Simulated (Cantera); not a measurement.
An adiabatic, constant-volume homogeneous reactor starts with H2 : O2 : N2 : H2O = 1 : 0.333 : 1.25 : 0.09 (molar parts), equivalence ratio 1.5, at 1100 K and 2.37 atm. Integrator tolerance rtol = 1e-08.

Cantera simulation using the H2/O2 subset of GRI-Mech 3.0, which has no nitrogen chemistry; the numbers are that mechanism's predictions, not measurements. The hydrogen kinetics of GRI-Mech 3.0 are dated; newer H2 mechanisms differ, most at raised pressure.

Problem. What does this change do: pressure from 2.37 atm to 27.6 atm?

Solution. 
```csv
quantity,before,after
time of steepest temperature rise,0.128 ms,0.568 ms
temperature at 0.300 s,2949 K,3102 K
equilibrium temperature,2949 K,3102 K
x(H2) at 0.300 s,0.140 (gas-phase equilibrium 0.140),0.141 (gas-phase equilibrium 0.141)
x(O2) at 0.300 s,0.00113 (gas-phase equilibrium 0.00113),0.000276 (gas-phase equilibrium 0.000276)
x(H2O) at 0.300 s,0.299 (gas-phase equilibrium 0.299),0.312 (gas-phase equilibrium 0.312)
x(H) at 0.300 s,0.0211 (gas-phase equilibrium 0.0211),0.00970 (gas-phase equilibrium 0.00970)
x(O) at 0.300 s,0.00134 (gas-phase equilibrium 0.00134),0.000318 (gas-phase equilibrium 0.000318)
```
The pressure lies above the range GRI-Mech 3.0 was tuned for (to about 10 atm). Above 3000 K some thermodynamic fits are extrapolated.
